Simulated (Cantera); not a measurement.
Charge: 1 mol Si(CH3)4, 0.19 mol C3H8, 290 mol H2, held at 100000 Pa.

Method: chemical equilibrium by Gibbs-energy minimisation in Cantera with the NASA 1993 tables (ideal gas, pure condensed phases). Candidate condensed phases: C, C6H6, C7H8, C8H18, Si, SiC; 87 gas species. Gases not in the tables: Si2H6 and higher silanes. Kinetics and transport are ignored.

### Question
Which condensed phases are stable at each of these points (T (K)): 1098, 1198, 1298, 1398, 1498, 1598, 1698, 1798, 1898, 1998, 2098?

### Answer
| T (K) | condensed phases | Si condensed (%) |
|---|---|---|
| 1098 | SiC(s) | 100.0 |
| 1198 | SiC(s) | 100.0 |
| 1298 | C(graphite) + SiC(s) | 100.0 |
| 1398 | C(graphite) + SiC(s) | 100.0 |
| 1498 | C(graphite) + SiC(s) | 100.0 |
| 1598 | C(graphite) + SiC(s) | 100.0 |
| 1698 | C(graphite) + SiC(s) | 100.0 |
| 1798 | C(graphite) + SiC(s) | 100.0 |
| 1898 | C(graphite) + SiC(s) | 99.9 |
| 1998 | C(graphite) + SiC(s) | 99.7 |
| 2098 | C(graphite) + SiC(s) | 99.1 |

From 1098 K to 1198 K the condensed part is SiC(s). From 1298 K to 2098 K the condensed part is C(graphite) + SiC(s).
